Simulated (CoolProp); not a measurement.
Isohexane along the isobar 38.6 bar: fugacity coefficient from the reference equation and from simpler models built on Tc = 497.7 K, pc = 30.43 bar, ω = 0.280; each cubic takes its own stable root.

Values from CoolProp's reference Helmholtz-energy equation of state, Lemmon 2006. It is a short technical equation, of lower accuracy than the large ones.

```
T (K)   phase  reference  Soave-Redlich-Kwong  Peng-Robinson
-----  ------  ---------  -------------------  -------------
150    liquid   8.939e-9             1.036e-8       1.536e-8
171.8  liquid   4.000e-7             4.258e-7       5.560e-7
193.7  liquid   6.901e-6             7.042e-6       8.416e-6
215.6  liquid   6.157e-5             6.167e-5       6.919e-5
237.4  liquid  0.0003424            0.0003410      0.0003656
259.3  liquid   0.001366             0.001363       0.001413
281.2  liquid   0.004219             0.004231       0.004282
303    liquid    0.01066              0.01077        0.01070
324.9  liquid    0.02319              0.02360        0.02316
346.8  liquid    0.04458              0.04572        0.04446
368.6  liquid    0.07736              0.07986        0.07717
390.5  liquid     0.1240               0.1286         0.1238
```
